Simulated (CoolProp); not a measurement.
Computed with CoolProp (reference Helmholtz-energy equation of state, Gao 2022).

Task: For n-perfluorobutane, give the phase and the Z, cv (kJ/(kg K)), speed of sound (m/s), expansivity (1/kK) at 381.6 K and 9.71 bar; 389.2 K and 9.71 bar; 434.8 K and 9.71 bar.

Result: 
- 381.6 K and 9.71 bar: gas; Z 0.837, cv 0.918, speed of sound 99.3, expansivity 4.84
- 389.2 K and 9.71 bar: gas; Z 0.850, cv 0.922, speed of sound 102, expansivity 4.51
- 434.8 K and 9.71 bar: gas; Z 0.906, cv 0.944, speed of sound 115, expansivity 3.30
